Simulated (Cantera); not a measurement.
A closed system holds: 1 mol (CH3)2SiCl2, 0.012 mol C2H4, 1500 mol H2, at 0.420 bar.

Cantera equilibrium calculation (NASA polynomials, part measured and part estimated; ideal gas, pure solids and liquids). Candidate condensed phases: C, C6H6, C7H8, C8H18, Si, SiC; 109 gas species. The feed counts by its element totals alone. Gases not in the tables: Si2H6 and higher silanes. The numbers say what is thermodynamically allowed, not how fast it happens.

Q: At 2423 K, list the 4 most abundant gas species with their mole fractions, and the condensed phases.

A: H2 0.970, H 0.0270, HCl 0.00128, C2H2 (acetylene) 0.000635. Condensed: gas only.
